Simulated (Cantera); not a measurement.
## Equilibrium for thermal oxidation and active oxidation of silicon: Si + H2O + N2

Charge: 1 mol Si, 0.15 mol H2O, 67 mol N2, at 0.890 Pa.

Cantera equilibrium calculation (NASA polynomials, part measured and part estimated; ideal gas, pure solids and liquids). Candidate condensed phases: H2O, Si, SiO2, Si2N2O, Si3N4; 35 gas species. N2 is the only nitrogen source here; it is nearly inert below about 1500 K, so the nitride shown seldom forms there in practice. Mutual solubility and eutectic melting of coexisting phases are not modelled. The tables' values for SiN are old estimates; treat these amounts as uncertain. Rates play no part.

From 1123 K to 1323 K the condensed part is Si2N2O(s) + Si3N4(s). At 1373 K the condensed part is Si3N4(s). From 1423 K to 1573 K the condensed part is Si(s). From 1623 K to 1723 K nothing is condensed. The main Si-bearing gas is SiO at 1123 K and Si at 1723 K.

```json
[
 {"T (K)": "1123", "log p N2": "-5.05", "log p Si": "-15.59", "log p H2": "-7.70", "log p SiO": "-12.62", "log p H": "-11.22", "log p Si2N": "<-17", "log p SiN": "<-17", "log p Si2": "<-17", "n Si2N2O(s)": "0.150", "n Si3N4(s)": "0.233", "n Si(s)": "0"},
 {"T (K)": "1173", "log p N2": "-5.05", "log p Si": "-14.22", "log p H2": "-7.70", "log p SiO": "-11.46", "log p H": "-10.78", "log p Si2N": "<-17", "log p SiN": "-15.86", "log p Si2": "<-17", "n Si2N2O(s)": "0.150", "n Si3N4(s)": "0.233", "n Si(s)": "0"},
 {"T (K)": "1223", "log p N2": "-5.05", "log p Si": "-12.95", "log p H2": "-7.70", "log p SiO": "-10.40", "log p H": "-10.37", "log p Si2N": "-16.21", "log p SiN": "-14.74", "log p Si2": "<-17", "n Si2N2O(s)": "0.150", "n Si3N4(s)": "0.233", "n Si(s)": "0"},
 {"T (K)": "1273", "log p N2": "-5.05", "log p Si": "-11.79", "log p H2": "-7.70", "log p SiO": "-9.42", "log p H": "-10.00", "log p Si2N": "-14.72", "log p SiN": "-13.71", "log p Si2": "-16.56", "n Si2N2O(s)": "0.147", "n Si3N4(s)": "0.234", "n Si(s)": "0"},
 {"T (K)": "1323", "log p N2": "-5.05", "log p Si": "-10.71", "log p H2": "-7.70", "log p SiO": "-8.52", "log p H": "-9.65", "log p Si2N": "-13.35", "log p SiN": "-12.76", "log p Si2": "-14.89", "n Si2N2O(s)": "0.127", "n Si3N4(s)": "0.241", "n Si(s)": "0"},
 {"T (K)": "1373", "log p N2": "-5.05", "log p Si": "-9.72", "log p H2": "-7.70", "log p SiO": "-7.70", "log p H": "-9.33", "log p Si2N": "-12.08", "log p SiN": "-11.88", "log p Si2": "-13.35", "n Si2N2O(s)": "0", "n Si3N4(s)": "0.283", "n Si(s)": "0"},
 {"T (K)": "1423", "log p N2": "-5.05", "log p Si": "-8.82", "log p H2": "-7.71", "log p SiO": "-7.70", "log p H": "-9.03", "log p Si2N": "-10.95", "log p SiN": "-11.08", "log p Si2": "-11.96", "n Si2N2O(s)": "0", "n Si3N4(s)": "0", "n Si(s)": "0.838"},
 {"T (K)": "1473", "log p N2": "-5.05", "log p Si": "-8.26", "log p H2": "-7.72", "log p SiO": "-7.70", "log p H": "-8.76", "log p Si2N": "-10.47", "log p SiN": "-10.63", "log p Si2": "-11.24", "n Si2N2O(s)": "0", "n Si3N4(s)": "0", "n Si(s)": "0.808"},
 {"T (K)": "1523", "log p N2": "-5.05", "log p Si": "-7.74", "log p H2": "-7.74", "log p SiO": "-7.70", "log p H": "-8.51", "log p Si2N": "-10.02", "log p SiN": "-10.20", "log p Si2": "-10.57", "n Si2N2O(s)": "0", "n Si3N4(s)": "0", "n Si(s)": "0.711"},
 {"T (K)": "1573", "log p N2": "-5.06", "log p Si": "-7.26", "log p H2": "-7.77", "log p SiO": "-7.71", "log p H": "-8.28", "log p Si2N": "-9.60", "log p SiN": "-9.81", "log p Si2": "-9.94", "n Si2N2O(s)": "0", "n Si3N4(s)": "0", "n Si(s)": "0.424"},
 {"T (K)": "1623", "log p N2": "-5.06", "log p Si": "-6.96", "log p H2": "-7.82", "log p SiO": "-7.71", "log p H": "-8.07", "log p Si2N": "-9.51", "log p SiN": "-9.59", "log p Si2": "-9.66", "n Si2N2O(s)": "0", "n Si3N4(s)": "0", "n Si(s)": "0"},
 {"T (K)": "1673", "log p N2": "-5.06", "log p Si": "-6.96", "log p H2": "-7.88", "log p SiO": "-7.71", "log p H": "-7.89", "log p Si2N": "-9.99", "log p SiN": "-9.67", "log p Si2": "-9.95", "n Si2N2O(s)": "0", "n Si3N4(s)": "0", "n Si(s)": "0"},
 {"T (K)": "1723", "log p N2": "-5.06", "log p Si": "-6.96", "log p H2": "-7.99", "log p SiO": "-7.71", "log p H": "-7.73", "log p Si2N": "-10.44", "log p SiN": "-9.74", "log p Si2": "-10.23", "n Si2N2O(s)": "0", "n Si3N4(s)": "0", "n Si(s)": "0"}
]
```
log p: log10 of the partial pressure in bar; n: condensed amount in mol.
